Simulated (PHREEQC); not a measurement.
A solution holds 150 mmol/kgw KH2PO4 and 15 mmol/kgw H2SO4, at 25 °C and 100 atm. Closed to the air; pH follows from the charge balance.

Equilibrium calculation in PHREEQC: ion-association model, phreeqc.dat.

```
quantity           before     after
---------------  --------  --------
pH                   2.68      2.74
SO4-2 (mol/kgw)    0.0109   0.00589
KSO4- (mol/kgw)   0.00330   0.00114
HSO4- (mol/kgw)  0.000845  0.000469
```

Q: What was changed between the two runs?
A) 0.0023 mol/kgw KOH added
B) temperature from 25 to 55 °C
C) KH2PO4 replaced by KBr at the same molality
D) diluted 2-fold with water
E) H2SO4 from 0.015 to 0.003 mol/kgw

A: D, diluted 2-fold with water

Precipitation was switched off in this run. Under pressure, the constants of complexes without a molar volume in the database are unreliable.
